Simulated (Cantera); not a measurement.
What does this Cantera script print?

```python
import numpy as np
import cantera as ct

gas = ct.Solution("gri30.yaml")
gas.TPX = 673, 770000, {'CH4': 1, 'O2': 1.54, 'N2': 5.78, 'H2O': 0.047}
flame = ct.FreeFlame(gas, width=0.0096)
flame.set_refine_criteria(ratio=3, slope=0.08, curve=0.16)
flame.transport_model = "mixture-averaged"
flame.solve(loglevel=0, auto=True)
z, T = flame.grid, flame.T
thick = (T[-1] - T[0]) / np.gradient(T, z).max()
show = ['CH4', 'O2', 'HCN', 'CO', 'CH2O', 'H2']
print(f"laminar burning velocity  {flame.velocity[0] * 100:.3f} cm/s")
print(f"burnt temperature         {T[-1]:.1f} K")
print(f"thermal thickness         {thick * 1e3:.4f} mm")
print(f"grid points               {len(z)}")
z0 = z[flame.heat_release_rate.argmax()]
print(f"{'z/mm':>9s}{'T/K':>9s}{'u/(m/s)':>9s}" + "".join(f"{s:>11s}" for s in show))
rows = []
for k in (-3, -2, -1.5, -1, -0.5, -0.25, 0, 0.25, 0.5, 1, 2, 4, 8):
    zz = z0 + k * thick
    rows.append([k * thick, np.interp(zz, z, T), np.interp(zz, z, flame.velocity),
                 *(np.interp(zz, z, flame.X[gas.species_index(s)]) for s in show)])
    print(f"{rows[-1][0] * 1e3:9.3f}{rows[-1][1]:9.1f}{rows[-1][2]:9.3f}" + "".join(f"{x:11.3e}" for x in rows[-1][3:]))
```

Result:

```
laminar burning velocity  53.804 cm/s
burnt temperature         2320.2 K
thermal thickness         0.0941 mm
grid points               137
     z/mm      T/K  u/(m/s)        CH4         O2        HCN         CO       CH2O         H2
   -0.282    674.3    0.541  1.190e-01  1.833e-01  3.198e-09  2.653e-05  9.064e-07  3.410e-03
   -0.188    682.1    0.549  1.177e-01  1.820e-01  3.274e-08  2.117e-04  9.161e-06  7.747e-03
   -0.141    708.8    0.574  1.149e-01  1.793e-01  1.798e-07  9.263e-04  4.926e-05  1.246e-02
   -0.094    837.2    0.685  1.043e-01  1.676e-01  1.302e-06  5.025e-03  3.340e-04  2.032e-02
   -0.047   1306.3    1.090  6.765e-02  1.204e-01  8.214e-06  2.432e-02  1.394e-03  3.120e-02
   -0.024   1701.0    1.435  3.591e-02  7.495e-02  1.722e-05  4.431e-02  1.201e-03  3.682e-02
    0.000   2050.4    1.743  9.812e-03  3.035e-02  3.263e-05  6.298e-02  4.264e-04  4.012e-02
    0.024   2212.6    1.882  1.574e-03  8.602e-03  4.565e-05  6.807e-02  1.127e-04  4.036e-02
    0.047   2262.0    1.920  2.678e-04  2.324e-03  4.142e-05  6.633e-02  2.472e-05  4.062e-02
    0.094   2288.5    1.938  1.706e-05  3.156e-04  2.392e-05  6.347e-02  1.524e-06  4.154e-02
    0.188   2304.8    1.950  6.334e-07  7.723e-05  9.521e-06  6.257e-02  4.979e-08  4.213e-02
    0.376   2315.1    1.958  2.121e-08  3.082e-05  2.953e-06  6.261e-02  9.114e-09  4.230e-02
    0.753   2319.2    1.961  8.456e-10  1.729e-05  7.548e-07  6.268e-02  8.229e-09  4.233e-02
```

Detailed kinetics in Cantera: GRI-Mech 3.0 (53 species, 325 reactions). Burning velocities carry a grid error of a few per cent, more on coarse grids.
